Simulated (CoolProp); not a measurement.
Cyclopentane along the isotherm 550 K: Z from the reference equation and from simpler models built on Tc = 511.7 K, pc = 4.583 MPa, ω = 0.202; each cubic takes its own stable root.

Model: reference Helmholtz-energy equation of state, Gedanitz 2015, in CoolProp.

```tsv
p (MPa)	phase	reference
0.255	gas	0.9844
0.509	gas	0.9685
0.764	gas	0.9524
1.02	gas	0.9359
1.27	gas	0.9195
1.53	gas	0.9021
1.78	gas	0.8850
2.04	gas	0.8669
2.29	gas	0.8490
```

**Question.** How far does each simpler model (Pitzer virial, van der Waals, Soave-Redlich-Kwong, Peng-Robinson) lie from the reference over these 9 states: mean and median of the absolute difference, and the worst?

**Answer.** 
- Pitzer virial: mean 0.8 %, median 0.6 %, worst +1.9 % at 550 K and 2.29 MPa
- van der Waals: mean 0.8 %, median 0.8 %, worst +1.3 % at 550 K and 2.29 MPa
- Soave-Redlich-Kwong: mean 0.3 %, median 0.3 %, worst +0.7 % at 550 K and 2.29 MPa
- Peng-Robinson: mean 0.7 %, median 0.7 %, worst -1.3 % at 550 K and 2.29 MPa
